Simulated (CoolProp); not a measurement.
Vapour-liquid equilibrium of isobutane (1) + acetone (2) at 2.16 bar; x and y are mole fractions of (1).

The numbers come from the multi-fluid Helmholtz-energy mixture model, Bücker 2006 and Lemmon 2006; pair parameters Bell 2016 in CoolProp.

Q: Give the bubble temperature and the first vapour's composition at x = 0.05, 0.65, 0.85. Is there an azeotrope?

A: x = 0.05: 328.9 K, y = 0.540; x = 0.65: 286.6 K, y = 0.931; x = 0.85: 284.7 K, y = 0.951. No azeotrope shows between x = 0.05 and 0.95.

The pair parameters rest on a limited set of measurements; away from them the model extrapolates. With so large a gap from Raoult's law the liquid may split in two, which this calculation doesn't test in full.
